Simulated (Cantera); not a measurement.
An adiabatic, constant-pressure homogeneous reactor starts with H₂ : O₂ : N₂ = 1 : 1.61 : 15.2 (molar parts), at 1800 K and 1300000 Pa.

Detailed kinetics in Cantera: the H2/O2 subset of GRI-Mech 3.0, which has no nitrogen chemistry. The hydrogen kinetics of GRI-Mech 3.0 are dated; newer H2 mechanisms differ, most at raised pressure. The pressure lies above the range GRI-Mech 3.0 was tuned for (to about 10 atm).

Question: Predict: time of steepest temperature rise; temperature at 5.00 s; equilibrium temperature; x(H₂) at 5.00 s; x(O₂) at 5.00 s; x(H₂O₂) at 5.00 s; x(HO₂) at 5.00 s; x(OH) at 5.00 s.

Answer: 
```
Property                                                             Value
---------------------------------  ---------------------------------------
time of steepest temperature rise                                  1.23 µs
temperature at 5.00 s                                               2184 K
equilibrium temperature                                             2184 K
x(H₂) at 5.00 s                    6.51e-5 (gas-phase equilibrium 6.51e-5)
x(O₂) at 5.00 s                      0.0637 (gas-phase equilibrium 0.0637)
x(H₂O₂) at 5.00 s                  1.69e-7 (gas-phase equilibrium 1.69e-7)
x(HO₂) at 5.00 s                   3.28e-6 (gas-phase equilibrium 3.28e-6)
x(OH) at 5.00 s                    0.00138 (gas-phase equilibrium 0.00138)
```
